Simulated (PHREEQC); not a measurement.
# Acid mine or pickling water: speciation

Synthetic water in mg/L, 25 °C, pH 2.05, pe 12.9:

```tsv
constituent	mg/L
Na	93.6
K	13.4
Ca	203
Mg	29.3
Cl	210
S(6) as SO4	1410
Al	0.0845
F	1.91
Zn	3.64
```

Na is adjusted to close the charge balance.
Valence states are taken as typed.

The numbers come from PHREEQC with the ion-association model, phreeqc.dat.

Precipitation was switched off in this run.

Problem. Predict the ionic strength.

Solution. ionic strength 0.0401 mol/kgw.

Problem. In which forms is F present?

Solution. HF 87 %, F- 7.9 %, AlF2+ 3.8 %, AlF+2 1.0 % of the F.

Species that the database lacks are ignored. Fluoro complexes past AlF4- and FeF3 are missing from the database.
